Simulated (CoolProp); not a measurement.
The numbers come from the reference Helmholtz-energy equation of state, Thol 2014 in CoolProp.

Give the vapour pressure (MPa), liquid density (kg/m³), vapour density (kg/m³), enthalpy of vaporisation (kJ/kg) of saturated chloromethane (R40) at 273.7, 290, 292.3 K.


```csv
T (K),p (MPa),liquid density (kg/m³),vapour density (kg/m³),enthalpy of vaporisation (kJ/kg)
273.7,0.264,959,6.28,402
290,0.452,928,10.4,384
292.3,0.485,924,11.2,381
```
